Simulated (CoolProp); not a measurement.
Vapour-liquid equilibrium of n-hexane (1) + hexamethyldisiloxane (MM) (2) at 38.65 °C; x and y are mole fractions of (1).

Model: multi-fluid Helmholtz-energy mixture model, Thol 2019 and Thol 2016; pair parameters Bell 2016, in CoolProp.

| x | bubble pressure, mixture model (bar) | bubble pressure, Raoult's law (bar) | y, mixture model | y, Raoult's law |
|---|---|---|---|---|
| 0.05 | 0.1179 | 0.1196 | 0.134 | 0.148 |
| 0.125 | 0.1332 | 0.1381 | 0.291 | 0.320 |
| 0.2 | 0.1484 | 0.1566 | 0.417 | 0.452 |
| 0.275 | 0.1638 | 0.1751 | 0.521 | 0.556 |
| 0.35 | 0.1798 | 0.1935 | 0.609 | 0.640 |
| 0.425 | 0.1967 | 0.2120 | 0.686 | 0.709 |
| 0.5 | 0.2144 | 0.2305 | 0.752 | 0.767 |
| 0.575 | 0.2333 | 0.2490 | 0.810 | 0.817 |
| 0.65 | 0.2532 | 0.2674 | 0.859 | 0.860 |
| 0.725 | 0.2740 | 0.2859 | 0.901 | 0.897 |
| 0.8 | 0.2956 | 0.3044 | 0.936 | 0.929 |
| 0.875 | 0.3175 | 0.3229 | 0.965 | 0.958 |
| 0.95 | 0.3394 | 0.3413 | 0.988 | 0.984 |

The largest gap from Raoult's law is -7.2 % in bubble pressure, at x = 0.425. No azeotrope shows between x = 0.05 and 0.95.

Pair parameters are fitted to limited data, so mixtures are less certain than the pure fluids.
